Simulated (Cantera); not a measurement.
A perfectly stirred reactor is fed with 70.4 % CH₄, 29.6 % CO₂, at 30.0 bar; it is held at 1400 K, and followed from long to short residence time.

Cantera simulation using GRI-Mech 3.0 (53 species, 325 reactions); the numbers are that mechanism's predictions, not measurements. GRI-Mech 3.0 stops at C3 and has no aromatics, soot or wall deposition, so with more carbon than oxygen in the feed, carbon stays in small species such as C2H2 where larger ones or solid carbon would form. The pressure lies above the range GRI-Mech 3.0 was tuned for (to about 10 atm).

Question: Predict: x(CH₄) at τ = 8.70 s; x(CO₂) at τ = 8.70 s; x(H₂O) at τ = 8.70 s; x(C₂H₄) at τ = 8.70 s; x(CH₄) at τ = 0.170 s; x(CO₂) at τ = 0.170 s; x(H₂O) at τ = 0.170 s; x(C₂H₄) at τ = 0.170 s.

Answer: 
```json
{
 "x(CH₄) at τ = 8.70 s": "0.417",
 "x(CO₂) at τ = 8.70 s": "0.104",
 "x(H₂O) at τ = 8.70 s": "0.117",
 "x(C₂H₄) at τ = 8.70 s": "0.0523",
 "x(CH₄) at τ = 0.170 s": "0.593",
 "x(CO₂) at τ = 0.170 s": "0.263",
 "x(H₂O) at τ = 0.170 s": "0.0180",
 "x(C₂H₄) at τ = 0.170 s": "0.0247"
}
```
